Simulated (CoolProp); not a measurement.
c-C4F8 (RC318) along the isobar 2.14 MPa: density (kg/m³) from the reference equation and from simpler models built on Tc = 388.4 K, pc = 2.778 MPa, ω = 0.355; each cubic takes its own stable root.

Computed with CoolProp (reference Helmholtz-energy equation of state, Platzer 1990). This equation is an older, rougher fit; its heat capacities, sound speeds and derivatives of the liquid may be far off and weren't checked against measurements.

| T (K) | phase | reference | van der Waals | Redlich-Kwong |
|---|---|---|---|---|
| 267.2 | liquid | 1624 | 1015 | 1463 |
| 283.8 | liquid | 1565 | 980.3 | 1401 |
| 300.4 | liquid | 1502 | 942.0 | ? |
| 317.1 | liquid | 1433 | 898.2 | 1256 |
| 333.7 | liquid | 1356 | 846.8 | 1167 |
| 350.3 | liquid | 1264 | 780.8 | ? |
| 367 | liquid | 1137 | ? | 903.6 |
| 383.6 | gas | 214.7 | 198.7 | 211.0 |
| 400.2 | gas | 180.6 | 177.2 | 182.8 |
| 416.8 | gas | 161.0 | ? | 164.5 |
| 433.5 | gas | 147.1 | 149.7 | 151.0 |
| 450.1 | gas | 136.5 | 140.0 | 140.3 |
| 466.7 | gas | ? | 131.8 | ? |
| 483.4 | gas | 120.7 | 124.7 | 124.2 |
| 500 | gas | 114.5 | 118.6 | 117.8 |

Question: Some entries are withheld; supply them.

Answer: 
- 300.4, Redlich-Kwong: 1333
- 350.3, Redlich-Kwong: 1059
- 367, van der Waals: 235.8
- 416.8, van der Waals: 161.8
- 466.7, reference: 127.9
- 466.7, Redlich-Kwong: 131.6

At some of these states van der Waals gives the other phase, because its saturation line lies elsewhere.
